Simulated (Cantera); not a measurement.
A closed system holds: 1 mol B₂H₆, 0.85 mol H₂O, held at 0.000790 bar.

Equilibrium computed with Cantera from the NASA thermochemical tables; the gas is ideal and each condensed phase is pure. Candidate condensed phases: B, B₂O₃, B₃O₃H₃, H₂O; 23 gas species. The feed counts by its element totals alone. Kinetics and transport are ignored.

### Question
What share of the B ends up in condensed phases as a function of T (K), at 1473, 1548, 1623, 1698, 1773, 1848, 1923, 1998, 2073, 2148, 2223, 2298?

### Answer
| T (K) | B condensed (%) | as |
|---|---|---|
| 1473 | 59.7 | B(s) |
| 1548 | 58.8 | B(s) |
| 1623 | 58.2 | B(s) |
| 1698 | 57.9 | B(s) |
| 1773 | 57.7 | B(s) |
| 1848 | 57.5 | B(s) |
| 1923 | 57.4 | B(s) |
| 1998 | 57.2 | B(s) |
| 2073 | 56.9 | B(s) |
| 2148 | 56.4 | B(s) |
| 2223 | 55.3 | B(s) |
| 2298 | 52.8 | B(s) |
